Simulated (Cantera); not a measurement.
**Equilibrium for nitride etching: AlN + Cl2**

Input: 1 mol AlN, 14 mol Cl2, equilibrated at 0.0160 bar.

Method: chemical equilibrium by Gibbs-energy minimisation in Cantera with the NASA 1993 tables (ideal gas, pure condensed phases). Candidate condensed phases: Al, AlCl3, AlN; 11 gas species. The tables' values for AlCl2 are old estimates; treat these amounts as uncertain. The numbers say what is thermodynamically allowed, not how fast it happens.

```tsv
T (K)	log p Cl	log p Cl2	log p AlCl3	log p N2	log p AlCl2	log p AlCl	log p Al2Cl6	log p N
973	-4.51	-1.85	-2.94	-3.24	<-13	<-13	-6.72	<-13
1123	-3.62	-1.85	-2.95	-3.25	-11.80	<-13	-7.55	<-13
1273	-2.95	-1.88	-2.96	-3.26	-10.15	<-13	-8.18	<-13
1423	-2.45	-1.96	-2.99	-3.29	-8.86	-13.69	-8.73	<-13
1573	-2.11	-2.16	-3.06	-3.36	-7.78	-11.73	-9.24	<-13
1723	-1.92	-2.52	-3.14	-3.45	-6.83	-9.93	-9.70	-12.78
1873	-1.85	-2.99	-3.19	-3.49	-5.92	-8.24	-10.05	-11.64
2023	-1.83	-3.47	-3.22	-3.51	-5.09	-6.70	-10.30	-10.66
```
log p: log10 of the partial pressure in bar; nothing condenses.

From 973 K to 2023 K nothing is condensed. The main Al-bearing gas is AlCl3 throughout.
